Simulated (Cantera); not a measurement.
A perfectly stirred reactor is fed with 1.30 % CO, 1.96 % O2, 0.177 % H2O, 93.1 % N2, 3.45 % H2, at 5.00 bar; it is held at 1398 K, and followed from long to short residence time.

Computed with Cantera and GRI-Mech 3.0 (53 species, 325 reactions). The hydrogen kinetics of GRI-Mech 3.0 are dated; newer H2 mechanisms differ, most at raised pressure. The temperature is held fixed by assumption; the heat of reaction is taken as removed at once.

Predict: x(CO) at τ = 0.470 s; x(O2) at τ = 0.470 s; x(H2O) at τ = 0.470 s; x(OH) at τ = 0.470 s; x(CO) at τ = 12.0 ms; x(O2) at τ = 12.0 ms; x(H2O) at τ = 12.0 ms; x(OH) at τ = 12.0 ms.


| Item | Result |
|---|---|
| x(CO) at τ = 0.470 s | 0.00349 |
| x(O2) at τ = 0.470 s | 2.28e-5 |
| x(H2O) at τ = 0.470 s | 0.0318 |
| x(OH) at τ = 0.470 s | 9.51e-6 |
| x(CO) at τ = 12.0 ms | 0.00386 |
| x(O2) at τ = 12.0 ms | 0.000172 |
| x(H2O) at τ = 12.0 ms | 0.0318 |
| x(OH) at τ = 12.0 ms | 5.96e-5 |
